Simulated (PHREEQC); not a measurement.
PHREEQC input (ion-association model, wateq4f.dat):

```
SOLUTION_MASTER_SPECIES
  An  An-  0  An  62.0  # stands for a non-complexing anion
SOLUTION_SPECIES
  An- = An-
    -log_k 0
    -gamma 3.0 0
PHASES
  Fix_H+
    H+ = H+
    -log_k 0
SOLUTION 1
  temp 25
  units mmol/kgw
  pH 7 charge
  Na 5
  An 5
END
SELECTED_OUTPUT 1
  -reset false
  -pH true
  -pe true
  -ionic_strength true
  -water true
  -totals Na
  -molalities Hfo_wOH Hfo_wOH2+ Hfo_wO- Hfo_sOH Hfo_sOH2+ Hfo_sO-
USER_PUNCH 1
  -headings sigma psi
  10 PUNCH EDL("sigma", "Hfo"), EDL("psi", "Hfo")
PRINT
  -reset false
USE solution 1
SURFACE 1
  Hfo_wOH 3.37079e-05 600 0.015
  Hfo_sOH 8.42697e-07
EQUILIBRIUM_PHASES 1
  Fix_H+ -3 HAn 10
    -force_equality true
  O2(g) -0.68 10
END
# ... the last block is repeated for the other 16 points of pH, with NaOH or the acid as the point needs
```

Selected output (columns that matter, 17 of 17 rows; pH added in front):

```
pH	mu	Na	m_Hfo_wOH	m_Hfo_wOH2+	m_Hfo_wO-	m_Hfo_sOH	m_Hfo_sOH2+	m_Hfo_sO-	sigma	psi
3	0.0060914	0.005	6.1512e-06	2.7525e-05	3.1491e-08	1.5378e-07	6.8813e-07	7.8727e-10	0.30214	0.21528
3.5	0.0053507	0.005	1.1425e-05	2.2148e-05	1.3501e-07	2.8562e-07	5.537e-07	3.3752e-09	0.24191	0.20719
4	0.0051157	0.005	1.6402e-05	1.6942e-05	3.6376e-07	4.1005e-07	4.2356e-07	9.0941e-09	0.18219	0.19379
4.5	0.00504	0.005	2.0307e-05	1.2654e-05	7.4652e-07	5.0767e-07	3.1636e-07	1.8663e-08	0.13086	0.1772
5	0.0050149	0.005	2.2959e-05	9.474e-06	1.2746e-06	5.7398e-07	2.3685e-07	3.1865e-08	0.090108	0.15821
5.5	0.0050062	0.005	2.4522e-05	7.2977e-06	1.8877e-06	6.1306e-07	1.8244e-07	4.7193e-08	0.059454	0.13703
6	0.0050028	0.005	2.5318e-05	5.9007e-06	2.4887e-06	6.3296e-07	1.4752e-07	6.2217e-08	0.037497	0.11373
6.5	0.0050014	0.005	2.5672e-05	5.042e-06	2.9943e-06	6.4179e-07	1.2605e-07	7.4858e-08	0.022503	0.088547
7	0.0050007	0.005	2.5811e-05	4.5215e-06	3.3754e-06	6.4527e-07	1.1304e-07	8.4384e-08	0.012596	0.061908
7.5	0.0050003	0.005	2.5861e-05	4.1947e-06	3.6524e-06	6.4652e-07	1.0487e-07	9.131e-08	0.0059599	0.034307
8	0.005001	0.005001	2.5875e-05	3.9623e-06	3.8709e-06	6.4687e-07	9.9057e-08	9.6771e-08	0.0010047	0.0062073
8.5	0.0050036	0.0050038	2.587e-05	3.7526e-06	4.0856e-06	6.4674e-07	9.3815e-08	1.0214e-07	-0.003659	-0.021979
9	0.0050113	0.0050117	2.584e-05	3.5073e-06	4.3611e-06	6.4599e-07	8.7683e-08	1.0903e-07	-0.0093823	-0.04985
9.5	0.005035	0.0050358	2.5749e-05	3.1749e-06	4.784e-06	6.4372e-07	7.9373e-08	1.196e-07	-0.017683	-0.07696
10	0.0051096	0.005111	2.5506e-05	2.7169e-06	5.4854e-06	6.3764e-07	6.7922e-08	1.3713e-07	-0.030425	-0.10278
10.5	0.0053449	0.0053473	2.4899e-05	2.1252e-06	6.6833e-06	6.2249e-07	5.3129e-08	1.6708e-07	-0.050091	-0.12666
11	0.0060925	0.0060962	2.3479e-05	1.4363e-06	8.7925e-06	5.8698e-07	3.5908e-08	2.1981e-07	-0.080841	-0.14769
```

The oxide is taken as insoluble; below pH 4 it would dissolve.
